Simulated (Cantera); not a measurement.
What does this Cantera script print?

```python
import numpy as np
import cantera as ct

gas_names = """
    C CO CO2 C2 C2O C3 C3O2 C4 C5 Cu CuO Cu2 O O2 O3
""".split()
cond_names = """
    C(gr) Cu(cr) Cu(L) CuO(s) Cu2O(s) Cu2O(L)
""".split()


# ... load() reads the species with a 1 bar reference pressure and builds the phases ...
atoms = {
    'CuO': {'Cu': 1, 'O': 1},
    'C': {'C': 1},
    'CO': {'C': 1, 'O': 1},
}
top_T = {'C(gr)': 4500, 'CuO(s)': 1390}  # K; cautious upper limits of use, not melting points


# ... equilibrate(T, P, feed) seeds the gas with the atoms and calls Mixture.equilibrate('TP', solver="vcs", rtol=1e-11, max_steps=5000) ...
results = []
feed = {'CuO': 1, 'C': 6.6, 'CO': 0.015}  # mol
for P in [10, 68, 460, 3200, 22000, 150000, 1000000]:
    for T in [1173, 1273, 1373, 1473, 1573, 1673, 1773, 1873, 1973]:
        mix = equilibrate(T, P, feed)
        results.append((T, P, feed, dict(zip(mix.species_names, mix.species_moles))))

for T, P, feed, n in results:
    print(f"{T:7g} {P:10.4g}  " + (" + ".join(c for c in cond_names if n.get(c, 0) > 1e-12) or "gas only"))
```

Output:

```
   1173         10  C(gr) + Cu(cr)
   1273         10  C(gr) + Cu(cr)
   1373         10  C(gr) + Cu(L)
   1473         10  C(gr) + Cu(L)
   1573         10  C(gr) + Cu(L)
   1673         10  C(gr)
   1773         10  C(gr)
   1873         10  C(gr)
   1973         10  C(gr)
   1173         68  C(gr) + Cu(cr)
   1273         68  C(gr) + Cu(cr)
   1373         68  C(gr) + Cu(L)
   1473         68  C(gr) + Cu(L)
   1573         68  C(gr) + Cu(L)
   1673         68  C(gr) + Cu(L)
   1773         68  C(gr)
   1873         68  C(gr)
   1973         68  C(gr)
   1173        460  C(gr) + Cu(cr)
   1273        460  C(gr) + Cu(cr)
   1373        460  C(gr) + Cu(L)
   1473        460  C(gr) + Cu(L)
   1573        460  C(gr) + Cu(L)
   1673        460  C(gr) + Cu(L)
   1773        460  C(gr) + Cu(L)
   1873        460  C(gr) + Cu(L)
   1973        460  C(gr)
   1173       3200  C(gr) + Cu(cr)
   1273       3200  C(gr) + Cu(cr)
   1373       3200  C(gr) + Cu(L)
   1473       3200  C(gr) + Cu(L)
   1573       3200  C(gr) + Cu(L)
   1673       3200  C(gr) + Cu(L)
   1773       3200  C(gr) + Cu(L)
   1873       3200  C(gr) + Cu(L)
   1973       3200  C(gr) + Cu(L)
   1173    2.2e+04  C(gr) + Cu(cr)
   1273    2.2e+04  C(gr) + Cu(cr)
   1373    2.2e+04  C(gr) + Cu(L)
   1473    2.2e+04  C(gr) + Cu(L)
   1573    2.2e+04  C(gr) + Cu(L)
   1673    2.2e+04  C(gr) + Cu(L)
   1773    2.2e+04  C(gr) + Cu(L)
   1873    2.2e+04  C(gr) + Cu(L)
   1973    2.2e+04  C(gr) + Cu(L)
   1173    1.5e+05  C(gr) + Cu(cr)
   1273    1.5e+05  C(gr) + Cu(cr)
   1373    1.5e+05  C(gr) + Cu(L)
   1473    1.5e+05  C(gr) + Cu(L)
   1573    1.5e+05  C(gr) + Cu(L)
   1673    1.5e+05  C(gr) + Cu(L)
   1773    1.5e+05  C(gr) + Cu(L)
   1873    1.5e+05  C(gr) + Cu(L)
   1973    1.5e+05  C(gr) + Cu(L)
   1173      1e+06  C(gr) + Cu(cr)
   1273      1e+06  C(gr) + Cu(cr)
   1373      1e+06  C(gr) + Cu(L)
   1473      1e+06  C(gr) + Cu(L)
   1573      1e+06  C(gr) + Cu(L)
   1673      1e+06  C(gr) + Cu(L)
   1773      1e+06  C(gr) + Cu(L)
   1873      1e+06  C(gr) + Cu(L)
   1973      1e+06  C(gr) + Cu(L)
```

Equilibrium computed with Cantera from the NASA thermochemical tables; the gas is ideal and each condensed phase is pure.
